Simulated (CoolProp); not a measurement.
Properties of R245fa along the isotherm 166.85 °C.

The numbers come from the reference Helmholtz-energy equation of state, Akasaka 2015 in CoolProp.

```json
[
 {"p (MPa)": "0.548", "phase": "gas", "Z": "0.9540", "isothermal compressibility (1/MPa)": "1.916", "expansivity (1/kK)": "2.704", "conductivity (mW/(m K))": "29.1", "fugacity coefficient": "0.9557"},
 {"p (MPa)": "1.1", "phase": "gas", "Z": "0.9040", "isothermal compressibility (1/MPa)": "1.013", "expansivity (1/kK)": "3.291", "conductivity (mW/(m K))": "29.4", "fugacity coefficient": "0.9116"},
 {"p (MPa)": "1.64", "phase": "gas", "Z": "0.8507", "isothermal compressibility (1/MPa)": "0.7316", "expansivity (1/kK)": "4.100", "conductivity (mW/(m K))": "29.8", "fugacity coefficient": "0.8688"},
 {"p (MPa)": "2.19", "phase": "gas", "Z": "0.7903", "isothermal compressibility (1/MPa)": "0.6041", "expansivity (1/kK)": "5.331", "conductivity (mW/(m K))": "30.6", "fugacity coefficient": "0.8253"},
 {"p (MPa)": "2.74", "phase": "gas", "Z": "0.7214", "isothermal compressibility (1/MPa)": "0.5525", "expansivity (1/kK)": "7.358", "conductivity (mW/(m K))": "32.0", "fugacity coefficient": "0.7818"},
 {"p (MPa)": "3.29", "phase": "gas", "Z": "0.6394", "isothermal compressibility (1/MPa)": "0.5631", "expansivity (1/kK)": "11.24", "conductivity (mW/(m K))": "34.3", "fugacity coefficient": "0.7377"},
 {"p (MPa)": "3.83", "phase": "supercritical", "Z": "0.5359", "isothermal compressibility (1/MPa)": "0.6834", "expansivity (1/kK)": "21.02", "conductivity (mW/(m K))": "38.7", "fugacity coefficient": "0.6933"},
 {"p (MPa)": "4.38", "phase": "supercritical", "Z": "0.3699", "isothermal compressibility (1/MPa)": "1.267", "expansivity (1/kK)": "70.93", "conductivity (mW/(m K))": "49.1", "fugacity coefficient": "0.6451"},
 {"p (MPa)": "4.93", "phase": "supercritical", "Z": "0.2707", "isothermal compressibility (1/MPa)": "0.3248", "expansivity (1/kK)": "31.90", "conductivity (mW/(m K))": "52.7", "fugacity coefficient": "0.5941"},
 {"p (MPa)": "5.48", "phase": "supercritical", "Z": "0.2694", "isothermal compressibility (1/MPa)": "0.1313", "expansivity (1/kK)": "16.42", "conductivity (mW/(m K))": "54.2", "fugacity coefficient": "0.5498"}
]
```

Thermal conductivity comes from a separate model (Huber 2003), an estimate that may be off by 10 % or more.
